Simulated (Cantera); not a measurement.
What does this Cantera script print?

```python
import numpy as np
import cantera as ct

gas = ct.Solution("gri30.yaml")
gas.TPX = 1075, 13332, {'N2O': 1, 'N2': 2.9}
reactor = ct.IdealGasConstPressureReactor(gas, energy="off", clone=False)
net = ct.ReactorNet([reactor])
net.rtol, net.atol = 1e-08, 1e-18
show = ['N2O', 'NO2', 'O2', 'N2', 'NO', 'O']
times = np.geomspace(6e-05, 300, 10)

steps = ct.SolutionArray(gas, extra=["t"])
rows = []
print(f"{'t/s':>10s}{'T/K':>9s}{'P/Pa':>11s}" + "".join(f"{s:>11s}" for s in show))
for t in times:
    while net.time < t:
        t_next = net.step()
        steps.append(gas.state, t=t_next)
    rows.append([np.interp(t, steps.t, y) for y in (steps.T, steps.P, *steps(*show).X.T)])
    print(f"{t:10.3e}{rows[-1][0]:9.1f}{rows[-1][1]:11.4g}" + "".join(f"{x:11.3e}" for x in rows[-1][2:]))
rate = np.gradient(steps.T, steps.t)
print("integrator steps:", len(steps.t))
if steps.T.max() > steps.T[0] + 200:
    print(f"time of steepest temperature rise: {steps.t[rate.argmax()]:.4e} s")
gas.TPX = 1075, 13332, {'N2O': 1, 'N2': 2.9}
gas.equilibrate("TP")
print(f"equilibrium (TP): T = {gas.T:.1f} K  " + "  ".join(f"{s} {gas[s].X[0]:.3e}" for s in show))
```

It prints:

```
       t/s      T/K       P/Pa        N2O        NO2         O2         N2         NO          O
 6.000e-05   1075.0  1.333e+04  2.564e-01  4.340e-18  4.227e-09  7.436e-01  5.428e-10  3.978e-08
 3.330e-04   1075.0  1.333e+04  2.564e-01  2.220e-15  9.669e-08  7.436e-01  1.242e-08  1.429e-07
 1.848e-03   1075.0  1.333e+04  2.564e-01  2.816e-13  1.090e-06  7.436e-01  1.400e-07  2.039e-07
 1.026e-02   1075.0  1.333e+04  2.564e-01  1.133e-11  6.923e-06  7.436e-01  8.889e-07  2.041e-07
 5.695e-02   1075.0  1.333e+04  2.563e-01  3.579e-10  3.929e-05  7.436e-01  5.045e-06  2.041e-07
 3.161e-01   1075.0  1.333e+04  2.559e-01  9.919e-09  2.187e-04  7.439e-01  2.808e-05  2.041e-07
 1.754e+00   1075.0  1.333e+04  2.535e-01  1.831e-07  1.208e-03  7.451e-01  1.550e-04  2.040e-07
 9.738e+00   1075.0  1.333e+04  2.408e-01  1.485e-06  6.512e-03  7.519e-01  8.336e-04  2.029e-07
 5.405e+01   1075.0  1.333e+04  1.822e-01  7.525e-06  3.093e-02  7.830e-01  3.929e-03  1.967e-07
 3.000e+02   1075.0  1.333e+04  4.623e-02  2.113e-05  8.779e-02  8.553e-01  1.068e-02  1.448e-07
integrator steps: 784
equilibrium (TP): T = 1075.0 K  N2O 1.569e-09  NO2 4.683e-07  O2 1.136e-01  N2 8.863e-01  NO 5.285e-05  O 1.219e-09
```

Detailed kinetics in Cantera: GRI-Mech 3.0 (53 species, 325 reactions). GRI-Mech 3.0 was tuned for natural gas; its chemistry of N2O as a main component is partial and can be far from experiment. The mechanism lacks the step 2 NO + O2 → 2 NO2, which can matter for NO2 below about 1400 K. The temperature is held fixed by assumption; the heat of reaction is taken as removed at once.
